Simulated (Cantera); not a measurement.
Predominance diagram of Ba at 1175 K against the partial pressures of O₂ and H₂O (log10, bar). Standard-state values (1 bar) from the NASA 1993 polynomials, evaluated with Cantera. Candidates: Ba(l), BaO(s), Ba(OH)₂(l). Only these pure phases compete in this equilibrium. Not in the tables: the peroxide.

```
log p(H₂O) \ log p(O₂)
        columns: -10, -9.5, -9, -8.5, -8, -7.5, -7, -6.5, -6, -5.5, -5, -4.5, -4, -3.5, -3, -2.5, -2, -1.5, -1, -0.5, 0
      1  A A A A A A A A A A A A A A A A A A A A A
   -0.3  A A A A A A A A A A A A A A A A A A A A A
   -1.7  B B B B B B B B B B B B B B B B B B B B B
     -3  B B B B B B B B B B B B B B B B B B B B B
   -4.3  B B B B B B B B B B B B B B B B B B B B B
   -5.7  B B B B B B B B B B B B B B B B B B B B B
     -7  B B B B B B B B B B B B B B B B B B B B B
   -8.3  B B B B B B B B B B B B B B B B B B B B B
   -9.7  B B B B B B B B B B B B B B B B B B B B B
    -11  B B B B B B B B B B B B B B B B B B B B B
```

A: Ba(OH)₂(l); B: BaO(s).
